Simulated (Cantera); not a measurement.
An adiabatic, constant-pressure homogeneous reactor starts with 18.4 % CH4, 2.76 % H2, 15.9 % O2, 59.8 % N2, 3.13 % H2O, at 1350 K and 0.540 bar.

Cantera simulation using GRI-Mech 3.0 (53 species, 325 reactions); the numbers are that mechanism's predictions, not measurements.

x: mole fraction; the columns are a selection and need not sum to one.

```tsv
t (s)	T (K)	x CH4	x H2	x O2	x HO2	x H2O2	x C2H2
2.00e-6	1350	0.184	0.0276	0.159	…	5.81e-11	<1e-12
4.80e-6	1350	0.184	0.0276	0.159	…	3.26e-10	<1e-12
1.15e-5	1350	0.184	0.0276	0.159	…	1.77e-9	<1e-12
2.76e-5	1350	0.184	0.0276	0.159	…	8.86e-9	<1e-12
6.62e-5	1350	0.184	0.0276	0.159	…	3.76e-8	<1e-12
0.000159	1350	0.184	0.0276	0.159	…	1.19e-7	<1e-12
0.000381	1350	0.184	0.0276	0.159	…	2.37e-7	2.10e-12
0.000913	1351	0.184	0.0275	0.159	…	2.82e-7	1.10e-9
0.00219	1358	0.182	0.0274	0.158	…	9.08e-7	1.36e-7
0.00525	1408	0.171	0.0294	0.150	…	5.25e-6	1.16e-5
0.0126	2189	0.000325	0.226	4.53e-7	2.90e-10	1.78e-10	0.000648
0.0302	2183	2.65e-9	0.228	5.56e-7	3.46e-10	2.16e-10	3.59e-9
0.0725	2184	6.18e-11	0.228	5.71e-7	3.55e-10	2.21e-10	<1e-12
0.174	2184	5.65e-11	0.228	5.73e-7	3.56e-10	2.21e-10	<1e-12
0.417	2184	5.52e-11	0.228	5.74e-7	3.57e-10	2.21e-10	<1e-12
1.00	2184	5.50e-11	0.228	5.74e-7	3.57e-10	2.22e-10	<1e-12
```

Question: Some entries are withheld; supply them.

Answer: 
- 2.00e-6, x HO2: 2.19e-8
- 4.80e-6, x HO2: 5.25e-8
- 1.15e-5, x HO2: 1.25e-7
- 2.76e-5, x HO2: 2.92e-7
- 6.62e-5, x HO2: 6.64e-7
- 0.000159, x HO2: 1.39e-6
- 0.000381, x HO2: 2.24e-6
- 0.000913, x HO2: 2.65e-6
- 0.00219, x HO2: 7.90e-6
- 0.00525, x HO2: 4.11e-5
